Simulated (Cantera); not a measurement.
## Silicon epitaxy and polysilicon growth: Si3H8 + Cl2 + H2

A closed system holds: 1 mol Si3H8, 0.3 mol Cl2, 35 mol H2, held at 1277 °C and 1.00 bar.

Method: chemical equilibrium by Gibbs-energy minimisation in Cantera with the NASA 1993 tables (ideal gas, pure condensed phases). Candidate condensed phases: Si; 19 gas species. The feed counts by its element totals alone. The tables' values for SiCl3 are old estimates; treat these amounts as uncertain. The numbers say what is thermodynamically allowed, not how fast it happens.

- x(H2) = 0.985
- x(HCl) = 0.0138
- x(SiCl2) = 0.000649
- x(H) = 3.13e-5
- x(SiCl3) = 1.65e-5
- x(SiH2Cl2) = 1.46e-5
- x(SiHCl3) = 1.02e-5
- x(SiH3Cl) = 6.18e-6
- x(SiH2) = 2.75e-6
- n(Si(s)) = 2.97 mol
- gas amount = 39.30 mol
